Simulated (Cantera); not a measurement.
Charge: 1 mol H₂O, 4.3 mol O₂, held at 750 Torr.

Equilibrium computed with Cantera from the NASA thermochemical tables; the gas is ideal and each condensed phase is pure. Candidate condensed phases: H₂O; 22 gas species. Ions and electrons are included (thermal ionisation). Rates play no part.

x: gas mole fraction; nothing condenses.

```json
[
 {"T (K)": "3000", "x O": "0.0938", "x O₂": "0.687", "x H": "0.0128", "x H₂O": "0.121", "x OH": "0.0786", "x H₂": "0.00656", "x HO₂": "0.000114"},
 {"T (K)": "3500", "x O": "?", "x O₂": "?", "x H": "?", "x H₂O": "?", "x OH": "?", "x H₂": "?", "x HO₂": "0.000107"},
 {"T (K)": "4000", "x O": "0.622", "x O₂": "0.175", "x H": "0.133", "x H₂O": "0.00520", "x OH": "0.0580", "x H₂": "0.00698", "x HO₂": "3.32e-5"},
 {"T (K)": "4500", "x O": "0.770", "x O₂": "?", "x H": "0.161", "x H₂O": "?", "x OH": "?", "x H₂": "?", "x HO₂": "?"},
 {"T (K)": "5000", "x O": "0.811", "x O₂": "0.0134", "x H": "0.168", "x H₂O": "3.10e-5", "x OH": "0.00615", "x H₂": "0.000685", "x HO₂": "8.55e-7"}
]
```

Task: Complete the blanks.

Result: 
- 4500, x O₂: 0.0479
- 4500, x H₂O: 0.000362
- 4500, x OH: 0.0189
- 4500, x H₂: 0.00215
- 4500, x HO₂: 5.26e-6
- 3500, x O: 0.328
- 3500, x O₂: 0.443
- 3500, x H: 0.0658
- 3500, x H₂O: 0.0436
- 3500, x OH: 0.106
- 3500, x H₂: 0.0124
